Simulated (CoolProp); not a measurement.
Values from CoolProp's reference Helmholtz-energy equation of state, Thol 2019.

**Question.** For tetradecamethylhexasiloxane (MD4M), give the phase and the density (kg/m³), cp (kJ/(kg K)), Joule-Thomson coefficient (K/MPa), isothermal compressibility (1/MPa) at 346.85 °C and 1.02 MPa.

**Answer.** 
- 346.85 °C and 1.02 MPa: liquid; density 511, cp 2.41, Joule-Thomson coefficient 1.35, isothermal compressibility 0.0750
